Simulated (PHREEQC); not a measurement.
NaOH is added in steps, without added water, to 1 kg of water holding 0.0038 mol KOH, 0.018 mol K2SO4 and 0.017 mol KH2PO4, at 20 °C. Oxygen alone is held at its pressure in air (log pO2 = -0.68). The system is closed to CO2. Solids allowed: Mirabilite. Others were left out.

Base run: PHREEQC, ion-association model, wateq4f.dat. Each further column changes one thing. The table gives HPO4-2 (mol/kgw).

```
NaOH added (mol)     base  Davies equation for every ion  all activity coefficients set to 1  Debye-Hückel limiting law  metal-ligand complexes left out
----------------  -------  -----------------------------  ----------------------------------  -------------------------  -------------------------------
0                 0.00364                        0.00364                             0.00345                    0.00369                          0.00380
0.0015            0.00508                        0.00508                             0.00480                    0.00515                          0.00530
0.003             0.00651                        0.00651                             0.00615                    0.00660                          0.00680
0.0045            0.00794                        0.00794                             0.00749                    0.00806                          0.00830
0.006             0.00937                        0.00937                             0.00882                    0.00951                          0.00980
0.0075             0.0108                         0.0108                              0.0101                     0.0110                           0.0113
0.009              0.0122                         0.0122                              0.0115                     0.0124                           0.0128
0.0105             0.0137                         0.0136                              0.0128                     0.0139                           0.0143
0.012              0.0151                         0.0151                              0.0141                     0.0153                           0.0158
0.0135             0.0160                         0.0160                              0.0150                     0.0162                           0.0168
0.015              0.0150                         0.0150                              0.0143                     0.0151                           0.0157
```

H3PO4, which wateq4f.dat lacks, is added to it with the constant of phreeqc.dat.
